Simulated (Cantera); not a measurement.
Charge: 1 mol BN, 47 mol Cl₂, 2.3 mol N₂, at 1323.15 K and 0.100 bar.

These are equilibrium values from Cantera (NASA tables, ideal gas, pure condensed phases), not measurements of a reactor. Candidate condensed phases: B, BN; 10 gas species. Kinetics and transport are ignored.

Base state: Cl₂ 0.880, N₂ 0.0555, Cl 0.0451, BCl₃ 0.0198 (mole fractions); condensed: gas only.

Q: What changes in the equilibrium state with this change: pressure from 0.100 bar to 0.00133 bar?

A: 
```json
[
 {"species": "Cl₂", "before": "0.880", "after": "0.610"},
 {"species": "Cl", "before": "0.0451", "after": "0.325"},
 {"species": "N₂", "before": "0.0555", "after": "0.0476"},
 {"species": "BCl₃", "before": "0.0198", "after": "0.0170"}
]
```
